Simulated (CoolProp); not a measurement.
A single-stage vapour-compression cycle with chloromethane (R40): evaporating at 313.15 K (dew point), condensing at 363.15 K (bubble point), superheat 5 K, subcooling 5 K, compressor efficiency 0.85, no pressure losses. Each further row changes one setting.

The numbers come from the reference Helmholtz-energy equation of state, Thol 2014 in CoolProp.

| case | cooling COP | pressure ratio | discharge temperature (K) | refrigerating effect (kJ/kg) | volumetric capacity (kJ/m³) |
|---|---|---|---|---|---|
| as stated | 4.28 | 3.07 | 407.8 | 281 | 5390 |
| evaporating temperature 318.15 K | ? | ? | ? | 282 | ? |
| condensing temperature 358.15 K | 4.89 | ? | 399.3 | 290 | 5570 |
| subcooling 10 K | 4.43 | 3.07 | 407.8 | 290 | 5570 |
| superheat 15 K | ? | 3.07 | 419.3 | ? | 5330 |
| compressor efficiency 0.75 | 3.78 | 3.07 | 414.7 | 281 | 5390 |

Q: Fill in the missing entries.

A: 
- evaporating temperature 318.15 K, cooling COP: 4.92
- evaporating temperature 318.15 K, pressure ratio: 2.70
- evaporating temperature 318.15 K, discharge temperature (K): 402.9
- evaporating temperature 318.15 K, volumetric capacity (kJ/m³): 6150
- condensing temperature 358.15 K, pressure ratio: 2.79
- superheat 15 K, cooling COP: 4.24
- superheat 15 K, refrigerating effect (kJ/kg): 292
